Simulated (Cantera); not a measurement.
An isothermal, constant-pressure homogeneous reactor starts with 1.47 % CO, 0.500 % O2, 0.0127 % H2O, 98.0 % N2, at 1000 K and 0.133 bar.

Model: GRI-Mech 3.0 (53 species, 325 reactions), integrated in Cantera.

**Question.** Predict: x(CO) at 3.00 s; x(O2) at 3.00 s; x(H2O) at 3.00 s; x(O) at 3.00 s; x(N2O) at 3.00 s.

**Answer.** 
- x(CO) at 3.00 s: 0.00496 (gas-phase equilibrium 0.00468)
- x(O2) at 3.00 s: 0.000120 (gas-phase equilibrium <1e-12)
- x(H2O) at 3.00 s: 4.51e-5 (gas-phase equilibrium 7.69e-5)
- x(O) at 3.00 s: 7.05e-5 (gas-phase equilibrium <1e-12)
- x(N2O) at 3.00 s: 3.01e-8 (gas-phase equilibrium <1e-12)
